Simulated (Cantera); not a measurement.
What does this Cantera script print?

```python
import numpy as np
import cantera as ct

gas = ct.Solution("gri30.yaml")
gas.TPX = 1350, 170000, {'CH4': 1, 'CO': 0.033, 'O2': 4.03, 'N2': 27.8, 'CO2': 0.092}
reactor = ct.IdealGasReactor(gas, energy="on", clone=False)
net = ct.ReactorNet([reactor])
net.rtol, net.atol = 1e-08, 1e-16
show = ['CH4', 'CO', 'O2', 'H2O2', 'O', 'C2H2']
times = np.geomspace(3e-06, 5, 11)

steps = ct.SolutionArray(gas, extra=["t"])
rows = []
print(f"{'t/s':>10s}{'T/K':>9s}{'P/Pa':>11s}" + "".join(f"{s:>11s}" for s in show))
for t in times:
    while net.time < t:
        t_next = net.step()
        steps.append(gas.state, t=t_next)
    rows.append([np.interp(t, steps.t, y) for y in (steps.T, steps.P, *steps(*show).X.T)])
    print(f"{t:10.3e}{rows[-1][0]:9.1f}{rows[-1][1]:11.4g}" + "".join(f"{x:11.3e}" for x in rows[-1][2:]))
rate = np.gradient(steps.T, steps.t)
print("integrator steps:", len(steps.t))
if steps.T.max() > steps.T[0] + 200:
    print(f"time of steepest temperature rise: {steps.t[rate.argmax()]:.4e} s")
gas.TPX = 1350, 170000, {'CH4': 1, 'CO': 0.033, 'O2': 4.03, 'N2': 27.8, 'CO2': 0.092}
gas.equilibrate("UV")
print(f"equilibrium (UV): T = {gas.T:.1f} K  " + "  ".join(f"{s} {gas[s].X[0]:.3e}" for s in show))
```

Result:

```
       t/s      T/K       P/Pa        CH4         CO         O2       H2O2          O       C2H2
 3.000e-06   1350.0    1.7e+05  3.034e-02  1.001e-03  1.223e-01  1.854e-11  2.808e-10  1.123e-21
 1.257e-05   1350.0    1.7e+05  3.034e-02  1.001e-03  1.223e-01  2.759e-10  3.872e-10  1.105e-19
 5.266e-05   1350.0    1.7e+05  3.034e-02  1.001e-03  1.223e-01  2.739e-09  7.144e-10  4.572e-17
 2.206e-04   1350.0    1.7e+05  3.034e-02  1.001e-03  1.223e-01  1.345e-08  2.896e-09  2.727e-14
 9.244e-04   1350.2    1.7e+05  3.029e-02  1.002e-03  1.223e-01  2.813e-08  2.613e-08  5.959e-11
 3.873e-03   1361.2  1.714e+05  2.868e-02  1.298e-03  1.212e-01  5.720e-07  3.202e-07  1.740e-07
 1.623e-02   2182.4   2.75e+05  1.971e-21  4.428e-04  6.049e-02  7.848e-08  3.605e-04  1.102e-26
 6.799e-02   2178.5  2.745e+05  1.858e-21  4.339e-04  5.980e-02  7.715e-08  3.499e-04  9.783e-27
 2.848e-01   2169.8  2.734e+05  1.618e-21  4.145e-04  5.825e-02  7.421e-08  3.269e-04  7.429e-27
 1.193e+00   2165.9  2.729e+05  1.517e-21  4.060e-04  5.755e-02  7.290e-08  3.170e-04  6.549e-27
 5.000e+00   2165.8  2.729e+05  1.516e-21  4.060e-04  5.755e-02  7.289e-08  3.169e-04  6.536e-27
integrator steps: 1972
time of steepest temperature rise: 4.9915e-03 s
equilibrium (UV): T = 2165.8 K  CH4 2.424e-21  CO 4.060e-04  O2 5.755e-02  H2O2 7.289e-08  O 3.169e-04  C2H2 7.830e-27
```

Cantera simulation using GRI-Mech 3.0 (53 species, 325 reactions); the numbers are that mechanism's predictions, not measurements.
